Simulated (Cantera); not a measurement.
Input (Python, Cantera) and output of one run.

```python
import numpy as np
import cantera as ct

gas_names = """
    CL CL2 H HCL H2 Si SiCL SiCL2 SiCL3 SiCL4 SiH SiHCL3 SiH2 SiH2CL2 SiH3 SiH3CL SiH4 Si2 Si3
""".split()
cond_names = """
    Si(cr) Si(L)
""".split()


# ... load() reads the species with a 1 bar reference pressure and builds the phases ...
atoms = {
    'SiCl4': {'Si': 1, 'CL': 4},
    'HCl': {'H': 1, 'CL': 1},
    'H2': {'H': 2},
}
top_T = {}  # K; cautious upper limits of use, not melting points


# ... equilibrate(T, P, feed) seeds the gas with the atoms and calls Mixture.equilibrate('TP', solver="vcs", rtol=1e-11, max_steps=5000) ...
results = []
feed = {'SiCl4': 1, 'HCl': 3.2, 'H2': 4.5}  # mol
T = 875  # K
P = 13000  # Pa
mix = equilibrate(T, P, feed)
results.append((T, P, feed, dict(zip(mix.species_names, mix.species_moles))))
x = sorted(zip(gas.X, gas.species_names), reverse=True)
print(f"T = {T:g} K  P = {P:g} Pa  gas = {mix.phase_moles(0):.4g} mol")
print("   x: " + "  ".join(f"{s} {v:.3e}" for v, s in x if v > 0.0001))
print("   condensed (mol): " + ("  ".join(f"{mix.phase(i).name} {mix.phase_moles(i):.4g}"
      for i in range(1, mix.n_phases) if mix.phase_moles(i) > 1e-12) or "none"))
```

Result:

```
T = 875 K  P = 13000 Pa  gas = 8.7 mol
   x: H2 5.169e-01  HCL 3.682e-01  SiCL4 1.146e-01  SiHCL3 3.520e-04
   condensed (mol): none
```

Equilibrium computed with Cantera from the NASA thermochemical tables; the gas is ideal and each condensed phase is pure.
